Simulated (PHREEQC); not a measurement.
A made-up water analysis in mg/L, 25 °C, pH 2.66, pe 10.4:

```tsv
constituent	mg/L
Na	4020
K	134
Ca	123
Mg	2.2
Cl	1400
S(6) as SO4	7580
B	2.28
Cd	484
F	11.4
```

Valence states are taken as typed.

Computed with PHREEQC (ion-association model, phreeqc.dat).

### Question
The ionic strength comes out as 0.236 mol/kgw. What activity coefficients do CdCl3-, K+, F-, Ca+2, CaHSO4+ get?

### Answer
CdCl3- 0.74, K+ 0.70, F- 0.69, Ca+2 0.31, CaHSO4+ 0.74.

Precipitation was switched off in this run. Real BF4- forms and hydrolyses slowly; the run takes it at equilibrium.
